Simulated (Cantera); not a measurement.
Feed: 1 mol B2H6, 3.7 mol H2O, 2.2 mol H2, 0.2 mol O2, at 96000 Pa.

These are equilibrium values from Cantera (NASA tables, ideal gas, pure condensed phases), not measurements of a reactor. Candidate condensed phases: B, B2O3, B3O3H3, H2O; 23 gas species. The feed counts by its element totals alone. Gases not in the tables: H3BO3. Equilibrium is a limit: real reactors are often held back by kinetics, nucleation or transport.

### Question
Which condensed phases are stable at each of these points (T (°C)): 950, 1050, 1150, 1250, 1350, 1450, 1550, 1650, 1750?

### Answer
```tsv
T (°C)	condensed phases	B condensed (%)
950	B2O3(l)	99.2
1050	B2O3(l)	98.9
1150	B2O3(l)	97.8
1250	B2O3(l)	95.1
1350	B2O3(l)	89.4
1450	B2O3(l)	79.0
1550	B2O3(l)	60.6
1650	B2O3(l)	27.3
1750	gas only	0.0
```

From 950 °C to 1650 °C the condensed part is B2O3(l). At 1750 °C nothing is condensed. The share of B in condensed phases is highest at 950 °C (99.2 %) and lowest at 1750 °C (0.0 %).
